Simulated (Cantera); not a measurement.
**Stirred combustor or abatement burner**

A perfectly stirred reactor is fed with 1.47 % CH4, 0.0516 % C2H6, 1.77 % C3H8, 20.3 % O2, 76.4 % N2, equivalence ratio 0.59, at 4.54 atm; it is adiabatic with a 725 K inlet, and is followed from long to short residence time, starting on the burning branch (τ in s: 0.053, 0.024, 0.011, 0.0048, 0.0021, 0.00095, 0.00042, 0.00019, 8.5e-05, 3.8e-05, 1.7e-05, 7.6e-06).

Model: GRI-Mech 3.0 (53 species, 325 reactions), integrated in Cantera. GRI-Mech 3.0 was tuned for natural gas; its chemistry of propane as a main component is partial and can be far from experiment.

```csv
τ (s),T (K),x CH4,x C2H6,x C3H8,x HCO,x CO2
0.053,2010,1.01e-6,5.82e-9,1.79e-7,5.13e-9,0.0673
0.024,2008,1.95e-6,1.19e-8,3.72e-7,1.14e-8,0.0672
0.011,2005,3.52e-6,2.33e-8,7.36e-7,2.53e-8,0.0669
0.0048,2000,6.25e-6,4.53e-8,1.45e-6,5.97e-8,0.0665
0.0021,1990,1.08e-5,8.51e-8,2.75e-6,1.42e-7,0.0658
0.00095,1976,1.82e-5,1.54e-7,4.95e-6,3.30e-7,0.0645
0.00042,1954,3.19e-5,2.84e-7,8.96e-6,7.88e-7,0.0625
0.00019,1920,5.79e-5,5.36e-7,1.63e-5,1.83e-6,0.0592
8.5e-5,1867,0.000118,1.12e-6,3.21e-5,4.26e-6,0.0536
3.8e-5,1774,0.000318,3.19e-6,8.23e-5,9.91e-6,0.0428
1.7e-5,725,0.0147,0.000516,0.0177,<1e-12,<1e-12
7.6e-6,725,0.0147,0.000516,0.0177,<1e-12,<1e-12
```
x: mole fraction; the columns are a selection and need not sum to one.
